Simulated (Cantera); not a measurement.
A perfectly stirred reactor is fed with N2O : H2 : N2 = 1 : 0.03 : 2.7 (molar parts), at 1.01 bar; it is held at 1098 K, and followed from long to short residence time.

Computed with Cantera and GRI-Mech 3.0 (53 species, 325 reactions). GRI-Mech 3.0 was tuned for natural gas; its chemistry of N2O as a main component is partial and can be far from experiment. The mechanism lacks the step 2 NO + O2 → 2 NO2, which can matter for NO2 below about 1400 K. The temperature is held fixed by assumption; the heat of reaction is taken as removed at once.

**Question.** What does this change do: temperature 1098 to 1298 K?

**Answer.** 
```tsv
quantity	before	after
x(N2O) at τ = 2.50 s	0.218	0.0338
x(H2) at τ = 2.50 s	5.07e-5	6.38e-6
x(H) at τ = 2.50 s	1.24e-8	1.40e-8
x(NO2) at τ = 2.50 s	5.33e-5	0.000160
x(H2O2) at τ = 2.50 s	7.96e-9	5.32e-9
x(N2O) at τ = 0.140 s	0.258	0.174
x(H2) at τ = 0.140 s	0.000583	7.32e-5
x(H) at τ = 0.140 s	2.65e-7	1.06e-7
x(NO2) at τ = 0.140 s	4.40e-6	0.000130
x(H2O2) at τ = 0.140 s	1.85e-8	1.27e-8
```

**Question.** What does this change do: temperature 1098 to 1025 K?

**Answer.** 
```csv
quantity,before,after
x(N2O) at τ = 2.50 s,0.218,0.252
x(H2) at τ = 2.50 s,5.07e-5,0.000135
x(H) at τ = 2.50 s,1.24e-8,2.48e-8
x(NO2) at τ = 2.50 s,5.33e-5,9.54e-6
x(H2O2) at τ = 2.50 s,7.96e-9,8.23e-9
x(N2O) at τ = 0.140 s,0.258,0.261
x(H2) at τ = 0.140 s,0.000583,0.00145
x(H) at τ = 0.140 s,2.65e-7,4.11e-7
x(NO2) at τ = 0.140 s,4.40e-6,4.26e-7
x(H2O2) at τ = 0.140 s,1.85e-8,1.88e-8
```
